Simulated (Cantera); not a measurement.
**Adiabatic ignition**

An adiabatic, constant-pressure homogeneous reactor starts with CH₄ : H₂ : O₂ : N₂ : C₂H₆ = 1 : 0.77 : 1.99 : 7.47 : 0.018 (molar parts), equivalence ratio 1.2, at 1625 K and 20.0 bar.

Model: GRI-Mech 3.0 (53 species, 325 reactions), integrated in Cantera. The pressure lies above the range GRI-Mech 3.0 was tuned for (to about 10 atm). Above 3000 K some thermodynamic fits are extrapolated.

```csv
t (s),T (K),x CH₄,x H₂,x O₂,x HCO,x CH₂O,x O
1.00e-6,1625,0.0888,0.0684,0.177,1.96e-9,1.33e-5,1.43e-6
3.47e-6,1654,0.0842,0.0667,0.173,1.67e-6,0.00118,1.48e-5
1.20e-5,3059,3.05e-12,0.0391,0.00400,6.71e-7,1.71e-8,0.00203
4.16e-5,3054,3.51e-12,0.0398,0.00345,6.58e-7,1.76e-8,0.00180
0.000144,3046,3.82e-12,0.0406,0.00314,6.59e-7,1.81e-8,0.00167
0.000500,3046,3.84e-12,0.0406,0.00312,6.59e-7,1.81e-8,0.00166
0.00173,3046,3.84e-12,0.0406,0.00312,6.59e-7,1.81e-8,0.00166
0.00600,3046,3.84e-12,0.0406,0.00312,6.59e-7,1.81e-8,0.00166
0.0208,3046,3.84e-12,0.0406,0.00312,6.59e-7,1.81e-8,0.00166
0.0721,3046,3.84e-12,0.0406,0.00312,6.59e-7,1.81e-8,0.00166
0.250,3046,3.84e-12,0.0406,0.00312,6.59e-7,1.81e-8,0.00166
0.866,3046,3.84e-12,0.0406,0.00312,6.59e-7,1.81e-8,0.00166
3.00,3046,3.84e-12,0.0406,0.00312,6.59e-7,1.81e-8,0.00166
```
x: mole fraction; the columns are a selection and need not sum to one.

```yaml
time_of_steepest_temperature_rise: 7.71 µs
temperature at 3.00 s: 3046 K
equilibrium_temperature: 3046 K
x(CH₄) at 3.00 s: 3.84e-12 (gas-phase equilibrium 4.54e-12)
x(H₂) at 3.00 s: 0.0406 (gas-phase equilibrium 0.0406)
x(O₂) at 3.00 s: 0.00312 (gas-phase equilibrium 0.00312)
```
